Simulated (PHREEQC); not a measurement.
Consider water at 25 °C with 0.023 mol CuCl2 and 0.00044 mol FeCl3 per kg of water. Closed to the air; pH follows from the charge balance.

The numbers come from PHREEQC with the ion-association model, wateq4f.dat.

Each row changes one thing in this solution. This is a speciation only: nothing precipitates in the calculation.

| case | pH | ionic strength (mol/kgw) |
|---|---|---|
| as made | 3.38 | 0.0683 |
| 0.01 mol/kgw CsOH added | 6.03 | ___ |
| CuCl2 left out | ___ | 0.00168 |
| diluted 2-fold with water | 3.59 | 0.0346 |
| 0.00059 mol/kgw HBr added | ___ | 0.0690 |
| diluted 10-fold with water | ___ | 0.00700 |
| FeCl3 replaced by CaCl2 at the same molality | 4.57 | 0.0679 |
| FeCl3 left out | 4.57 | 0.0666 |

**Question.** What belongs in the gaps?

**Answer.** 
- 0.01 mol/kgw CsOH added, ionic strength (mol/kgw): 0.0642
- CuCl2 left out, pH: 3.27
- 0.00059 mol/kgw HBr added, pH: 3.08
- diluted 10-fold with water, pH: 4.14

Species that the database lacks are ignored. Some of these states are supersaturated (in Fe(OH)3(a), Hematite (slow to form), Atacamite, for instance).
